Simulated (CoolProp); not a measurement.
Saturation properties of octamethylcyclotetrasiloxane (D4) (Tc = 586.5 K, pc = 13.47 bar, ω = 0.598).

Model: reference Helmholtz-energy equation of state, Thol 2015, in CoolProp.

| T (K) | p (bar) | liquid density (kg/m³) | vapour density (kg/m³) | enthalpy of vaporisation (kJ/kg) | liquid cp (kJ/(kg K)) |
|---|---|---|---|---|---|
| 359.7 | 0.04885 | 879.3 | 0.4883 | 163.4 | 1.787 |
| 373.7 | 0.08941 | 862.5 | 0.8643 | 158.5 | 1.817 |
| 387.8 | 0.1551 | 845.3 | 1.454 | 153.5 | 1.849 |
| 401.9 | 0.2557 | 827.7 | 2.335 | 148.5 | 1.881 |
| 415.9 | 0.4021 | 809.8 | 3.589 | 143.4 | 1.914 |
| 430 | 0.6104 | 791.2 | 5.348 | 138.2 | 1.949 |
| 444.1 | 0.8957 | 772.1 | 7.739 | 132.8 | 1.984 |
| 458.2 | 1.276 | 752.1 | 10.93 | 127.1 | 2.021 |

It boils at 448.9 K under 1 atm.
